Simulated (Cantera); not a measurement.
An isothermal, constant-pressure homogeneous reactor starts with 49.0 % CH4, 44.6 % H2O, 6.37 % H2, at 1375 K and 9.87 atm.

Model: GRI-Mech 3.0 (53 species, 325 reactions), integrated in Cantera.

x: mole fraction; the columns are a selection and need not sum to one.

| t (s) | x CH4 | x H2O | x H2 | x CO2 | x CH2CO | x H |
|---|---|---|---|---|---|---|
| 5.00e-5 | 0.490 | 0.446 | 0.0637 | <1e-12 | <1e-12 | (withheld) |
| 0.000168 | 0.490 | 0.446 | 0.0637 | <1e-12 | <1e-12 | 6.99e-8 |
| 0.000561 | 0.490 | 0.446 | 0.0638 | <1e-12 | <1e-12 | 7.28e-8 |
| 0.00188 | 0.490 | 0.446 | 0.0639 | 2.72e-12 | 1.49e-12 | (withheld) |
| 0.00630 | 0.489 | 0.446 | 0.0643 | 2.19e-10 | 1.56e-10 | (withheld) |
| 0.0211 | 0.486 | 0.446 | 0.0664 | 1.26e-8 | 1.37e-8 | (withheld) |
| 0.0707 | 0.477 | 0.443 | 0.0743 | 2.94e-7 | 3.37e-7 | (withheld) |
| 0.237 | 0.447 | 0.436 | 0.100 | 4.98e-6 | 2.12e-6 | (withheld) |
| 0.794 | 0.384 | 0.421 | 0.155 | 0.000109 | 4.99e-6 | (withheld) |
| 2.66 | 0.356 | 0.407 | 0.184 | 0.00168 | 5.29e-6 | 4.68e-7 |
| 8.91 | 0.357 | 0.384 | 0.203 | 0.00761 | 3.56e-6 | 4.92e-7 |
| 29.8 | 0.349 | 0.339 | 0.248 | 0.0163 | 1.62e-6 | (withheld) |
| 100 | 0.314 | 0.276 | 0.324 | 0.0220 | 6.66e-7 | (withheld) |

Q: Complete the blanks.

A: 
- 5.00e-5, x H: 4.52e-8
- 0.00188, x H: 7.88e-8
- 0.00630, x H: 9.24e-8
- 0.0211, x H: 1.08e-7
- 0.0707, x H: 1.24e-7
- 0.237, x H: 1.73e-7
- 0.794, x H: 3.43e-7
- 29.8, x H: 5.42e-7
- 100, x H: 6.19e-7
